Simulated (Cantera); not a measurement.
An isothermal, constant-pressure homogeneous reactor starts with 2.71 % H2, 93.3 % O2, 4.01 % H2O, at 1450 K and 1.58 Torr.

Detailed kinetics in Cantera: GRI-Mech 3.0 (53 species, 325 reactions). Radical loss at walls, strong at low pressure, is not modelled.

### Question
Predict: x(H2) at 50.0 s; x(O2) at 50.0 s; x(OH) at 50.0 s; x(HO2) at 50.0 s; x(H2O2) at 50.0 s; x(H) at 50.0 s.

### Answer
```json
{
  "x(H2) at 50.0 s": "1.07e-5 (gas-phase equilibrium 1.46e-6)",
  "x(O2) at 50.0 s": "0.931 (gas-phase equilibrium 0.932)",
  "x(OH) at 50.0 s": "0.000756 (gas-phase equilibrium 0.000280)",
  "x(HO2) at 50.0 s": "4.27e-8 (gas-phase equilibrium 7.24e-8)",
  "x(H2O2) at 50.0 s": "1.03e-9 (gas-phase equilibrium 4.63e-10)",
  "x(H) at 50.0 s": "4.99e-6 (gas-phase equilibrium 2.51e-7)"
}
```
